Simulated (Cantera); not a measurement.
Feed: 1 mol SiCl4, 0.041 mol HCl, 4.1 mol H2, 0.91 mol CH4, equilibrated at 2048 K and 1.80 mbar.

Method: chemical equilibrium by Gibbs-energy minimisation in Cantera with the NASA 1993 tables (ideal gas, pure condensed phases). Candidate condensed phases: C, C6H6, C7H8, C8H18, Si, SiC; 109 gas species. The tables' values for SiCl, SiCl3 are old estimates; treat these amounts as uncertain. The numbers say what is thermodynamically allowed, not how fast it happens.

Base state: H2 0.511, HCl 0.383, SiCl2 0.0424, H 0.0377, Cl 0.0209, Si 0.00274, SiCl 0.00148, C2H2 (acetylene) 0.000535 (mole fractions); condensed: C(graphite) + SiC(s).

Problem. What changes in the equilibrium state with this change: H2 from 4.1 to 36 mol?

Solution. 
```
species             before     after
----------------  --------  --------
H2                   0.511     0.850
HCl                  0.383    0.0913
H                   0.0377    0.0487
SiCl2               0.0424   0.00145
Cl                  0.0209   0.00387
Si                 0.00274   0.00274
SiCl3             0.000188   1.19e-6
SiCl               0.00148  0.000273
C2H2 (acetylene)  0.000535  0.000892
SiH                5.04e-5   6.51e-5
C(graphite), mol     0.287    0.0209
SiC(s), mol          0.611     0.800
```
The tables' values for SiCl are old estimates; treat these amounts as uncertain.
